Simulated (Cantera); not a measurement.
A perfectly stirred reactor is fed with H2 : O2 = 0.02 : 1 (molar parts), at 10.00 Torr; it is held at 1300 K, and followed from long to short residence time.

Model: GRI-Mech 3.0 (53 species, 325 reactions), integrated in Cantera. Radical loss at walls, strong at low pressure, is not modelled.

x: mole fraction; the columns are a selection and need not sum to one.

```csv
τ (s),x H2,x O2,x OH,x H2O,x HO2,x H2O2
0.62,8.14e-5,0.975,0.00112,0.0190,6.57e-7,2.28e-8
0.34,0.000113,0.973,0.00130,0.0188,7.66e-7,2.51e-8
0.19,0.000155,0.971,0.00149,0.0186,8.69e-7,2.71e-8
0.10,0.000219,0.969,0.00169,0.0183,9.74e-7,2.93e-8
0.057,0.000301,0.967,0.00186,0.0180,1.06e-6,3.14e-8
0.032,…,0.966,…,0.0177,1.13e-6,…
0.017,0.000661,0.965,0.00226,0.0172,1.22e-6,3.84e-8
0.0096,0.00101,0.965,0.00250,0.0167,1.30e-6,4.40e-8
0.0053,…,0.965,…,0.0158,1.38e-6,…
0.0029,0.00265,0.966,0.00313,0.0146,1.46e-6,6.17e-8
```

Question: What belongs in the gaps?

Answer: 
- 0.032, x H2: 0.000429
- 0.032, x OH: 0.00204
- 0.032, x H2O2: 3.41e-8
- 0.0053, x H2: 0.00162
- 0.0053, x OH: 0.00280
- 0.0053, x H2O2: 5.19e-8
